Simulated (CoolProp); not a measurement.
1-butene along the isotherm 525 K: fugacity coefficient from the reference equation and from simpler models built on Tc = 419.3 K, pc = 40.06 bar, ω = 0.192; each cubic takes its own stable root.

Values from CoolProp's reference Helmholtz-energy equation of state, Lemmon 2005. It is a short technical equation, of lower accuracy than the large ones.

```tsv
p (bar)	phase	reference	van der Waals	Redlich-Kwong	Soave-Redlich-Kwong	Peng-Robinson
2.23	gas	0.9908	0.9906	0.9903	0.9914	0.9897
4.45	gas	0.9818	0.9813	0.9808	0.9829	0.9796
6.68	gas	0.9727	0.9719	0.9712	0.9744	0.9696
8.9	gas	0.9638	0.9626	0.9618	0.9660	0.9596
11.1	gas	0.9550	0.9535	0.9525	0.9577	0.9499
13.4	gas	0.9459	0.9439	0.9428	0.9491	0.9399
15.6	gas	0.9372	0.9348	0.9337	0.9410	0.9304
17.8	gas	0.9285	0.9257	0.9246	0.9329	0.9210
20	gas	0.9200	0.9167	0.9156	0.9249	0.9117
```
